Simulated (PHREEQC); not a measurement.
Metal-bearing waste water

Solution (85 °C): 0.00096 mol ZnSO4, 0.26 mol CaCl2, 9.8e-05 mol H2SO4 and 0.0051 mol Na2SO4 per kg of water. Closed to the air; pH follows from the charge balance.

All values are PHREEQC results (ion-association model, wateq4f.dat), not measurements.

Each row changes one thing in this solution. No solid was allowed to form.

```json
[
 {"case": "as made", "pH": "3.94", "ionic strength (mol/kgw)": "0.781", "SO4-2 (mol/kgw)": "0.00205", "ZnCl+ (mol/kgw)": "0.000492", "Zn+2 (mol/kgw)": "0.000212", "ZnCl2 (mol/kgw)": "9.25e-5", "SI of Halite (NaCl)": "-4.38", "SI of Zincite(c) (ZnO)": "-4.98"},
 {"case": "diluted 2-fold with water", "pH": "4.20", "ionic strength (mol/kgw)": "0.391", "SO4-2 (mol/kgw)": "0.00115", "ZnCl+ (mol/kgw)": "0.000253", "Zn+2 (mol/kgw)": "0.000176", "ZnCl2 (mol/kgw)": "3.08e-5", "SI of Halite (NaCl)": "-4.94", "SI of Zincite(c) (ZnO)": "-4.46"},
 {"case": "ZnSO4 from 0.00096 to 0.0048 mol/kgw", "pH": "3.99", "ionic strength (mol/kgw)": "0.780", "SO4-2 (mol/kgw)": "0.00334", "ZnCl+ (mol/kgw)": "0.00246", "Zn+2 (mol/kgw)": "0.00107", "ZnCl2 (mol/kgw)": "0.000459", "SI of Halite (NaCl)": "-4.39", "SI of Zincite(c) (ZnO)": "-4.18"},
 {"case": "temperature from 85 to 25 °C", "pH": "3.86", "ionic strength (mol/kgw)": "0.783", "SO4-2 (mol/kgw)": "0.00218", "ZnCl+ (mol/kgw)": "0.000205", "Zn+2 (mol/kgw)": "0.000671", "ZnCl2 (mol/kgw)": "3.53e-5", "SI of Halite (NaCl)": "-4.22", "SI of Zincite(c) (ZnO)": "-7.25"},
 {"case": "diluted 5-fold with water", "pH": "4.55", "ionic strength (mol/kgw)": "0.157", "SO4-2 (mol/kgw)": "0.000528", "ZnCl+ (mol/kgw)": "8.07e-5", "Zn+2 (mol/kgw)": "0.000103", "ZnCl2 (mol/kgw)": "5.16e-6", "SI of Halite (NaCl)": "-5.66", "SI of Zincite(c) (ZnO)": "-3.86"},
 {"case": "CaCl2 replaced by CdCl2 at the same molality", "pH": "3.98", "ionic strength (mol/kgw)": "0.250", "SO4-2 (mol/kgw)": "0.00363", "ZnCl+ (mol/kgw)": "0.000478", "Zn+2 (mol/kgw)": "0.000384", "ZnCl2 (mol/kgw)": "4.99e-5", "SI of Halite (NaCl)": "-4.73", "SI of Zincite(c) (ZnO)": "-4.50"},
 {"case": "H2SO4 from 9.8e-05 to 0.000108 mol/kgw", "pH": "3.90", "ionic strength (mol/kgw)": "0.781", "SO4-2 (mol/kgw)": "0.00205", "ZnCl+ (mol/kgw)": "0.000492", "Zn+2 (mol/kgw)": "0.000212", "ZnCl2 (mol/kgw)": "9.25e-5", "SI of Halite (NaCl)": "-4.38", "SI of Zincite(c) (ZnO)": "-5.07"},
 {"case": "H2SO4 from 9.8e-05 to 8.82e-05 mol/kgw", "pH": "3.99", "ionic strength (mol/kgw)": "0.781", "SO4-2 (mol/kgw)": "0.00205", "ZnCl+ (mol/kgw)": "0.000492", "Zn+2 (mol/kgw)": "0.000212", "ZnCl2 (mol/kgw)": "9.25e-5", "SI of Halite (NaCl)": "-4.38", "SI of Zincite(c) (ZnO)": "-4.89"},
 {"case": "CaCl2 from 0.26 to 0.39 mol/kgw", "pH": "3.94", "ionic strength (mol/kgw)": "1.17", "SO4-2 (mol/kgw)": "0.00187", "ZnCl+ (mol/kgw)": "0.000398", "Zn+2 (mol/kgw)": "0.000128", "ZnCl2 (mol/kgw)": "9.36e-5", "SI of Halite (NaCl)": "-4.22", "SI of Zincite(c) (ZnO)": "-5.27"}
]
```

The ionic strength passes 0.7 mol/kgw, the rough limit of the ion-association models, in as made; ZnSO4 from 0.00096 to 0.0048 mol/kgw; temperature from 85 to 25 °C; H2SO4 from 9.8e-05 to 0.000108 mol/kgw; H2SO4 from 9.8e-05 to 8.82e-05 mol/kgw; CaCl2 from 0.26 to 0.39 mol/kgw. Complexes and solids missing from the database can't appear. Some of these states are supersaturated (in Gypsum, for instance). Away from 25 °C the constants follow the database's enthalpies or fits; those with neither stay at their 25 °C values.
